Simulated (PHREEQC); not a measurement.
Dissolve 0.0837 mol/kgw HF and 0.0026 mol/kgw KF at 25 °C. Closed to the air; pH follows from the charge balance.

Model: ion-association model, phreeqc.dat, run in PHREEQC.

Precipitation was switched off in this run.

Problem. Predict the pH.

Solution. pH 2.16.

Problem. In which forms is F present?

Solution. HF 86 %, F- 9.2 %, HF2- 5.2 % of the F.

Species that the database lacks are ignored.
